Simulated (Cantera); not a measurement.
A closed system holds: 1 mol SiF₄, 0.07 mol O₃, 13 mol H₂, equilibrated at 1348.15 K and 44.0 mbar.

These are equilibrium values from Cantera (NASA tables, ideal gas, pure condensed phases), not measurements of a reactor. Candidate condensed phases: H₂O, Si, SiO₂; 38 gas species. The tables' values for SiF₃ are old estimates; treat these amounts as uncertain. The tables hold silica as quartz up to 1696 K and as liquid above; real silica turns to tridymite and cristobalite and melts near 1996 K. Equilibrium is a limit: real reactors are often held back by kinetics, nucleation or transport.

Base state: H₂ 0.906, SiF₄ 0.0630, HF 0.0298, SiF₃ 0.000324, H₂O 0.000293, SiHF₃ 0.000279, H 1.05e-5 (mole fractions); condensed: SiO₂(β-quartz).

### Question
What changes in the equilibrium state with this change: O₃ from 0.07 to 0.1 mol?

### Answer
```
species                before     after
-------------------  --------  --------
H₂                      0.906     0.897
SiF₄                   0.0630    0.0600
HF                     0.0298    0.0416
H₂O                  0.000293  0.000588
SiHF₃                0.000279  0.000188
SiF₃                 0.000324  0.000220
H                     1.05e-5   1.05e-5
SiO₂(β-quartz), mol     0.103     0.146
```

### Question
What changes in the equilibrium state with this change: pressure from 44.0 mbar to 6.70 Pa?

### Answer
```tsv
species	before	after
H₂	0.906	0.888
SiF₄	0.0630	0.0548
HF	0.0298	0.0462
SiO	8.94e-7	0.00572
SiF₂	1.28e-6	0.000298
H	1.05e-5	0.000267
SiF₃	0.000324	0.00462
H₂O	0.000293	2.95e-5
SiO₂(β-quartz), mol	0.103	0.0640
```
The tables' values for SiF₃, SiF₂ are old estimates; treat these amounts as uncertain.
